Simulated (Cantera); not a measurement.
Input: 1 mol Al, 2.7 mol BCl₃, 0.33 mol H₂, 2.6 mol Cl₂, held at 400 K and 1.20e-5 bar.

Cantera equilibrium calculation (NASA polynomials, part measured and part estimated; ideal gas, pure solids and liquids). Candidate condensed phases: Al, AlCl₃, B; 20 gas species. The numbers say what is thermodynamically allowed, not how fast it happens.

Base state: BCl₃ 0.582, Cl₂ 0.166, HCl 0.142, Al₂Cl₆ 0.105, AlCl₃ 0.00515 (mole fractions); condensed: gas only.

Question: What changes in the equilibrium state with this change: temperature from 400 K to 598.15 K?

Answer: 
```tsv
species	before	after
BCl₃	0.582	0.527
AlCl₃	0.00515	0.194
Cl₂	0.166	0.150
Al₂Cl₆	0.105	0.000670
HCl	0.142	0.129
```
